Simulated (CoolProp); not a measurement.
Vapour pressure (kPa) of R245ca: the reference equation beside estimates from Tc = 174.4 °C, pc = 3941 kPa, ω = 0.355. Clausius-Clapeyron is anchored at 12.65 °C with a constant enthalpy of vaporisation of 28.32 kJ/mol.

The numbers come from the reference Helmholtz-energy equation of state, Zhou 2016 in CoolProp.

```csv
T (°C),reference,Clausius-Clapeyron,Peng-Robinson
-7.35,23.68,[?],24.50
-0.65,33.07,33.89,33.92
6.05,45.29,45.74,46.10
12.65,60.63,60.63,61.35
19.35,80.19,79.66,80.75
26.05,104.4,103.4,104.8
32.65,133.6,[?],133.7
39.35,169.5,[?],169.2
46.05,212.3,211.0,211.7
52.65,262.3,261.9,261.3
59.35,321.8,[?],320.5
66.05,391.1,[?],389.5
```

Task: Fill in the missing entries.

Result: 
- -7.35, Clausius-Clapeyron: 24.73
- 32.65, Clausius-Clapeyron: 132.2
- 39.35, Clausius-Clapeyron: 167.8
- 59.35, Clausius-Clapeyron: 323.3
- 66.05, Clausius-Clapeyron: 395.8

Absolute difference from the reference over all 12 rows, mean and median: Clausius-Clapeyron 1.2 and 1.0 %, Peng-Robinson 1.0 and 0.4 %.
